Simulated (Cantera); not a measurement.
CH₂F₂ + CH₄ + H₂ (fluorocarbon and chlorocarbon gases)

Charge: 1 mol CH₂F₂, 0.0091 mol CH₄, 0.09 mol H₂, held at 1825 °C and 0.0200 bar.

Cantera equilibrium calculation (NASA polynomials, part measured and part estimated; ideal gas, pure solids and liquids). Candidate condensed phases: C, C₆H₆, C₇H₈, C₈H₁₈; 95 gas species. The numbers say what is thermodynamically allowed, not how fast it happens.

| Property | Value |
|---|---|
| x(HF) | 0.946 |
| x(H₂) | 0.0488 |
| x(H) | 0.00480 |
| x(C₂H₂ (acetylene)) | 6.96e-5 |
| x(F) | 5.60e-5 |
| n(C(graphite)) | 1.01 mol |
| gas amount | 2.113 mol |
